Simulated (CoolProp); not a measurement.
Properties of n-perfluorohexane along the isobar 0.101 MPa (Tc = 174.9 °C, pc = 1.742 MPa, ω = 0.497).

Computed with CoolProp (reference Helmholtz-energy equation of state, Gao 2022).

```csv
T (°C),phase,cp (kJ/(kg K)),speed of sound (m/s),isothermal compressibility (1/MPa),expansivity (1/kK)
-76.15,liquid,0.8918,780.6,0.001080,1.466
-51.15,liquid,0.9281,715.5,0.001309,1.473
-26.15,liquid,0.9667,650.8,0.001620,1.514
-1.15,liquid,1.006,585.5,0.002059,1.595
23.75,liquid,1.045,518.9,0.002716,1.728
48.75,liquid,1.084,449.4,0.003782,1.941
73.75,gas,0.8985,89.04,10.47,3.461
98.75,gas,0.9287,93.23,10.33,3.097
123.75,gas,0.9571,97.08,10.24,2.818
148.75,gas,0.9836,100.7,10.17,2.594
173.65,gas,1.008,104.1,10.11,2.411
```
